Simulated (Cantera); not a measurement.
Equilibrium for boron, boron nitride and boron oxide: BCl3 + N2

Feed: 1 mol BCl3, 1.9 mol N2, equilibrated at 0.0960 bar.

Cantera equilibrium calculation (NASA polynomials, part measured and part estimated; ideal gas, pure solids and liquids). Candidate condensed phases: B, BN; 10 gas species. N2 is the only nitrogen source here; it is nearly inert below about 1500 K, so the nitride shown seldom forms there in practice. The tables' values for BCl2, BCl are old estimates; treat these amounts as uncertain. Equilibrium is a limit: real reactors are often held back by kinetics, nucleation or transport.

From 1273 K to 1323 K nothing is condensed. From 1373 K to 1673 K the condensed part is BN(s). At 1723 K nothing is condensed. The main B-bearing gas is BCl3 throughout.

```tsv
T (K)	log p N2	log p BCl3	log p Cl	log p BCl2	log p BCl	log p Cl2	n BN(s)
1273	-1.20	-1.48	-5.44	-6.45	-9.38	-6.86	0
1323	-1.20	-1.48	-5.17	-6.03	-8.70	-6.70	0
1373	-1.20	-1.48	-4.91	-5.65	-8.07	-6.55	0.000105
1423	-1.20	-1.48	-4.68	-5.29	-7.48	-6.42	0.000167
1473	-1.20	-1.48	-4.46	-4.96	-6.94	-6.29	0.000248
1523	-1.20	-1.48	-4.25	-4.64	-6.43	-6.17	0.000342
1573	-1.20	-1.48	-4.06	-4.35	-5.96	-6.06	0.000430
1623	-1.20	-1.48	-3.88	-4.08	-5.51	-5.95	0.000462
1673	-1.20	-1.48	-3.70	-3.82	-5.09	-5.85	0.000341
1723	-1.20	-1.49	-3.54	-3.59	-4.72	-5.74	0
```
log p: log10 of the partial pressure in bar; n: condensed amount in mol.
